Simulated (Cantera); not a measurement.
Input (Python, Cantera) and output of one run.

```python
import numpy as np
import cantera as ct

gas_names = """
    H H2 N NH NH2 NH3 N2 N2H2 N2H4 Si SiH SiH2 SiH3 SiH4 SiN Si2 Si2N Si3
""".split()
cond_names = """
    Si(cr) Si(L) Si3N4(a)
""".split()


# ... load() reads the species with a 1 bar reference pressure and builds the phases ...
atoms = {
    'SiH4': {'Si': 1, 'H': 4},
    'N2': {'N': 2},
}
top_T = {'Si3N4(a)': 2400}  # K; cautious upper limits of use, not melting points


# ... equilibrate(T, P, feed) seeds the gas with the atoms and calls Mixture.equilibrate('TP', solver="vcs", rtol=1e-11, max_steps=5000) ...
results = []
T = 998.15  # K
P = 1333.22  # Pa
for m in [0.21, 0.3, 0.42, 0.6, 0.86, 1.2, 1.7, 2.5, 3.5, 5, 7.2, 10, 15]:
    feed = {'SiH4': 1, 'N2': m}  # mol
    mix = equilibrate(T, P, feed)
    results.append((T, P, feed, dict(zip(mix.species_names, mix.species_moles))))

top = {s: max(r[3][s] / sum(r[3][g] for g in gas_names) for r in results) for s in gas_names}
cols = sorted((s for s in top if top[s] > 1e-05), key=lambda s: -top[s])[:6]
seen = [c for c in cond_names if any(r[3].get(c, 0) > 1e-12 for r in results)]
print("log10 of partial pressures in bar; condensed amounts in mol")
print(f"{'n(N2)':>10s}" + "".join(f"{s[:9]:>10s}" for s in cols + seen))
for T, P, feed, n in results:
    ng = sum(n[g] for g in gas_names)
    print(f"{feed['N2']:10.4g}" + "".join(f"{np.log10(max(n[s] / ng * P / 1e5, 1e-99)):10.3f}" for s in cols)
          + "".join(f"{n.get(c, 0):10.4g}" for c in seen))
```

Result:

```
log10 of partial pressures in bar; condensed amounts in mol
     n(N2)        H2        N2    Si(cr)  Si3N4(a)
      0.21    -1.875   -10.823     0.685     0.105
       0.3    -1.875   -10.823      0.55      0.15
      0.42    -1.875   -10.823      0.37      0.21
       0.6    -1.875   -10.823       0.1       0.3
      0.86    -1.915    -2.930         0    0.3333
       1.2    -1.978    -2.552         0    0.3333
       1.7    -2.056    -2.343         0    0.3333
       2.5    -2.158    -2.195         0    0.3333
       3.5    -2.258    -2.107         0    0.3333
         5    -2.376    -2.040         0    0.3333
       7.2    -2.505    -1.991         0    0.3333
        10    -2.628    -1.959         0    0.3333
        15    -2.787    -1.932         0    0.3333
```

Method: chemical equilibrium by Gibbs-energy minimisation in Cantera with the NASA 1993 tables (ideal gas, pure condensed phases). N2 is the only nitrogen source here; it is nearly inert below about 1500 K, so the nitride shown seldom forms there in practice.
